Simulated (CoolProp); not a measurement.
Computed with CoolProp (reference Helmholtz-energy equation of state, Lemmon 2006). It is a short technical equation, of lower accuracy than the large ones.

Task: Give the vapour pressure (MPa), liquid cp (kJ/(kg K)), vapour Z of saturated neopentane at 331.1 K.

Result: 
```
T (K)  p (MPa)  liquid cp (kJ/(kg K))  vapour Z
-----  -------  ---------------------  --------
331.1    0.438                   2.52     0.876
```
